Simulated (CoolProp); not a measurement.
R152A along the isotherm 291.2 K: fugacity coefficient from the reference equation and from simpler models built on Tc = 386.4 K, pc = 4.517 MPa, ω = 0.275; each cubic takes its own stable root.

Values from CoolProp's reference Helmholtz-energy equation of state, Outcalt 1996. It is a modified Benedict-Webb-Rubin equation, recast in Helmholtz form.

```json
[
 {"p (MPa)": "0.847", "phase": "liquid", "reference": "0.5136"},
 {"p (MPa)": "1.69", "phase": "liquid", "reference": "0.2639"},
 {"p (MPa)": "2.54", "phase": "liquid", "reference": "0.1801"},
 {"p (MPa)": "3.39", "phase": "liquid", "reference": "0.1384"},
 {"p (MPa)": "4.23", "phase": "liquid", "reference": "0.1137"},
 {"p (MPa)": "5.08", "phase": "liquid", "reference": "0.09703"},
 {"p (MPa)": "5.93", "phase": "liquid", "reference": "0.08522"},
 {"p (MPa)": "6.78", "phase": "liquid", "reference": "0.07640"}
]
```

How far does each simpler model (Redlich-Kwong, Soave-Redlich-Kwong) lie from the reference over these 8 states: mean and median of the absolute difference, and the worst?


- Redlich-Kwong: mean 49.0 %, median 49.0 %, worst +52.2 % at 291.2 K and 6.78 MPa
- Soave-Redlich-Kwong: mean 5.2 %, median 5.2 %, worst +7.1 % at 291.2 K and 6.78 MPa
